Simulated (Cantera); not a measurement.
Charge: 1 mol MgO, 4.6 mol SO₃, 1.1 mol H₂O, equilibrated at 1300 Pa.

Equilibrium computed with Cantera from the NASA thermochemical tables; the gas is ideal and each condensed phase is pure. Candidate condensed phases: H₂O, H₂SO₄, Mg, MgO, Mg(OH)₂, MgS, MgSO₄, S; 26 gas species. Equilibrium is a limit: real reactors are often held back by kinetics, nucleation or transport.

Question: Which condensed phases are stable at each of these points (T (K)): 998, 1048, 1098, 1148, 1198, 1248, 1298, 1348?

Answer: 
```json
[
 {"T (K)": "998", "condensed phases": "MgSO₄(s)", "Mg condensed (%)": "100.0"},
 {"T (K)": "1048", "condensed phases": "MgSO₄(s)", "Mg condensed (%)": "100.0"},
 {"T (K)": "1098", "condensed phases": "MgSO₄(s)", "Mg condensed (%)": "100.0"},
 {"T (K)": "1148", "condensed phases": "MgO(s)", "Mg condensed (%)": "100.0"},
 {"T (K)": "1198", "condensed phases": "MgO(s)", "Mg condensed (%)": "100.0"},
 {"T (K)": "1248", "condensed phases": "MgO(s)", "Mg condensed (%)": "100.0"},
 {"T (K)": "1298", "condensed phases": "MgO(s)", "Mg condensed (%)": "100.0"},
 {"T (K)": "1348", "condensed phases": "MgO(s)", "Mg condensed (%)": "100.0"}
]
```

From 998 K to 1098 K the condensed part is MgSO₄(s). From 1148 K to 1348 K the condensed part is MgO(s).
